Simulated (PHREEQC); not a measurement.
1 kg of water holding 0.02 mol/kgw NaCl, 0.025 mol/kgw MgCl2, 0.0041 mol/kgw NaHCO3 and 0.0048 mol/kgw CaCl2 is evaporated at 60 °C; the solids stay in contact with the brine. CO2 is held at log p = -3.4 (atm). Only these solids could form: Calcite, Bischofite, Brucite, Gaylussite, Halite, Nesquehonite, Nahcolite, Natron, Pirssonite, Portlandite, Trona, MgCl2_4H2O.

Computed with PHREEQC (Pitzer model, pitzer.dat).

Question: Predict ionic strength at water left (kg) = 1, 0.8219, 0.1712, 0.07812, 0.009064.

Answer: 
```
water left (kg)  ionic strength
---------------  --------------
1                         0.108
0.8219                    0.131
0.1712                    0.628
0.07812                    1.37
0.009064                   10.8
```

Complexes and solids missing from the database can't appear. Away from 25 °C the constants follow the database's enthalpies or fits; those with neither stay at their 25 °C values.
